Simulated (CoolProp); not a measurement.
Computed with CoolProp (reference Helmholtz-energy equation of state, Lemmon 2005). It is a short technical equation, of lower accuracy than the large ones.

Question: For cis-2-butene, give the phase and the cp (kJ/(kg K)), cv (kJ/(kg K)), speed of sound (m/s) at 330.5 K and 116 bar.

Answer: 
- 330.5 K and 116 bar: liquid; cp 2.31, cv 1.61, speed of sound 933
